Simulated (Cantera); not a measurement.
## Equilibrium for carbon deposition, reforming and gasification: C₂H₄ + NH₃ + H₂

Input: 1 mol C₂H₄, 0.19 mol NH₃, 7 mol H₂, at 2552 °C and 1.33 mbar.

Method: chemical equilibrium by Gibbs-energy minimisation in Cantera with the NASA 1993 tables (ideal gas, pure condensed phases). Candidate condensed phases: C, C₆H₆, C₇H₈, C₈H₁₈; 92 gas species. Equilibrium is a limit: real reactors are often held back by kinetics, nucleation or transport.

```
Property                                    Value
--------------------------------------  ---------
x(H)                                        0.832
x(H₂)                                       0.116
x(C₃)                                      0.0276
x(C)                                      0.00616
x(C₂H₂ (acetylene))                       0.00380
x(C₂H)                                    0.00359
x(N₂)                                     0.00316
x(C₂)                                     0.00285
x(HCN)                                    0.00264
gas amount                              17.23 mol
log10 activity of C(graphite) (absent)      -0.02
```
